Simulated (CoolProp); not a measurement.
Model: reference Helmholtz-energy equation of state, Thol 2019, in CoolProp.

Q: Give the vapour pressure (MPa), liquid density (kg/m³), vapour density (kg/m³), enthalpy of vaporisation (kJ/kg) of saturated dodecamethylpentasiloxane (MD3M) at 364.4, 371.7, 386.3 K.

A: 
```
T (K)   p (MPa)  liquid density (kg/m³)  vapour density (kg/m³)  enthalpy of vaporisation (kJ/kg)
-----  --------  ----------------------  ----------------------  --------------------------------
364.4  0.000735                     805                  0.0936                               156
371.7   0.00108                     798                   0.135                               154
386.3   0.00221                     784                   0.267                               149
```
